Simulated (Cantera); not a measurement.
Cantera run:

```python
import numpy as np
import cantera as ct

gas_names = [...]  # 139 gases of nasa_gas.yaml made of C, Cu, H, N, O
cond_names = """
    C(gr) C6H6(L) C7H8(L) C8H18(L),n-octa Cu(cr) Cu(L) CuO(s) CuO2H2(s) Cu2O(s) Cu2O(L) H2O(s) H2O(L)
""".split()


# ... load() reads the species with a 1 bar reference pressure and builds the phases ...
atoms = {
    'CuO': {'Cu': 1, 'O': 1},
    'CH4': {'C': 1, 'H': 4},
    'N2': {'N': 2},
}
top_T = {'C(gr)': 4500, 'CuO(s)': 1390}  # K; cautious upper limits of use, not melting points


# ... equilibrate(T, P, feed) seeds the gas with the atoms and calls Mixture.equilibrate('TP', solver="vcs", rtol=1e-11, max_steps=5000) ...
results = []
feed = {'CuO': 1, 'CH4': 0.58, 'N2': 0.26}  # mol
P = 133.322  # Pa
for T in [2150, 2200, 2250, 2300, 2350, 2400, 2450, 2500]:
    mix = equilibrate(T, P, feed)
    results.append((T, P, feed, dict(zip(mix.species_names, mix.species_moles))))

top = {s: max(r[3][s] / sum(r[3][g] for g in gas_names) for r in results) for s in gas_names}
cols = sorted((s for s in top if top[s] > 0.0001), key=lambda s: -top[s])[:6]
seen = [c for c in cond_names if any(r[3].get(c, 0) > 1e-12 for r in results)]
print("log10 of partial pressures in bar; condensed amounts in mol")
print(f"{'T/K':>10s}" + "".join(f"{s[:9]:>10s}" for s in cols + seen))
for T, P, feed, n in results:
    ng = sum(n[g] for g in gas_names)
    print(f"{T:10.4g}" + "".join(f"{np.log10(max(n[s] / ng * P / 1e5, 1e-99)):10.3f}" for s in cols)
          + "".join(f"{n.get(c, 0):10.4g}" for c in seen))
```

It prints:

```
log10 of partial pressures in bar; condensed amounts in mol
       T/K        Cu         H        H2        CO       H2O        N2
      2150    -3.366    -4.131    -3.512    -3.642    -3.816    -3.951
      2200    -3.370    -4.015    -3.531    -3.646    -3.829    -3.955
      2250    -3.376    -3.906    -3.554    -3.651    -3.848    -3.961
      2300    -3.383    -3.805    -3.581    -3.657    -3.876    -3.969
      2350    -3.392    -3.711    -3.614    -3.665    -3.916    -3.978
      2400    -3.403    -3.624    -3.652    -3.673    -3.973    -3.990
      2450    -3.416    -3.545    -3.696    -3.683    -4.052    -4.004
      2500    -3.431    -3.474    -3.748    -3.694    -4.156    -4.019
```

Method: chemical equilibrium by Gibbs-energy minimisation in Cantera with the NASA 1993 tables (ideal gas, pure condensed phases).
